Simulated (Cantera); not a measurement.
Premixed flame

A freely propagating, adiabatic, planar premixed flame of 37.2 % CO, 2.12 % H2, 14.1 % O2, 46.6 % N2, unburnt at 700 K and 1.01 bar; multicomponent transport, grid criteria slope 0.08 and curve 0.16, no radiation.

Model: GRI-Mech 3.0 (53 species, 325 reactions), integrated in Cantera. Burning velocities carry a grid error of a few per cent, more on coarse grids.

```tsv
z (mm)	T (K)	u (m/s)	x CO	x H2	x O2	x O	x H	x HO2
-2.76	700	2.60	0.372	0.0212	0.141	<1e-8	<1e-8	<1e-8
-1.84	700	2.60	0.372	0.0212	0.141	<1e-8	<1e-8	<1e-8
-1.38	700	2.60	0.372	0.0212	0.141	<1e-8	<1e-8	<1e-8
-0.920	700	2.60	0.372	0.0212	0.141	<1e-8	<1e-8	9.47e-8
-0.460	702	2.61	0.373	0.0205	0.141	1.26e-6	4.04e-6	5.05e-5
-0.230	809	2.99	0.368	0.0172	0.137	0.000207	0.000654	0.000153
0	1240	4.51	0.325	0.00647	0.106	0.00876	0.00854	4.34e-5
0.230	1587	5.62	0.259	0.00210	0.0621	0.0244	0.0162	1.44e-5
0.460	1772	6.16	0.227	0.00218	0.0450	0.0262	0.0174	8.03e-6
0.920	1957	6.71	0.212	0.00246	0.0382	0.0213	0.0136	5.11e-6
1.84	2140	7.24	0.201	0.00247	0.0337	0.0149	0.00880	3.16e-6
3.68	2313	7.72	0.188	0.00228	0.0278	0.00970	0.00538	1.83e-6
7.36	2464	8.13	0.174	0.00203	0.0212	0.00595	0.00327	1.24e-6
```
x: mole fraction of selected species; z is measured from the peak of heat release.

```
Item                        Result
------------------------  --------
laminar burning velocity  260 cm/s
thermal thickness         0.920 mm
peak x(O)                   0.0265
peak x(H)                   0.0176
peak x(HO2)               0.000179
grid points                    148
```
